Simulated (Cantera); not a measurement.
Source: NASA polynomial tables (part measured, part estimated), evaluated in Cantera. Values are per mole of reaction as written; species without (g) are pure solids or liquids, kept so even where they would boil at 1 bar.

2 H(g) + O₂(g) + BaF₂ → Ba(OH)₂ + F₂(g)

```csv
T (K),ΔH° (kJ),ΔS° (J/K),ΔG° (kJ),log10 K,condensed phases
300,-173.8,-221.0,-107.5,18.72,"BaF₂(s), Ba(OH)₂(s)"
925,[?],[?],[?],[?],"BaF₂(s), Ba(OH)₂(l)"
1000,-152.5,-191.6,39.2,-2.05,"BaF₂(s), Ba(OH)₂(l)"
1075,-152.4,-191.5,53.5,-2.60,"BaF₂(s), Ba(OH)₂(l)"
1150,[?],[?],[?],[?],"BaF₂(s), Ba(OH)₂(l)"
1225,[?],[?],[?],[?],"BaF₂(s), Ba(OH)₂(l)"
```

**Question.** What belongs in the gaps?

**Answer.** 
- 925, ΔH° (kJ): -153.3
- 925, ΔS° (J/K): -192.5
- 925, ΔG° (kJ): 24.8
- 925, log10 K: -1.40
- 1150, ΔH° (kJ): -153.3
- 1150, ΔS° (J/K): -192.4
- 1150, ΔG° (kJ): 67.9
- 1150, log10 K: -3.08
- 1225, ΔH° (kJ): -155.1
- 1225, ΔS° (J/K): -193.8
- 1225, ΔG° (kJ): 82.4
- 1225, log10 K: -3.51
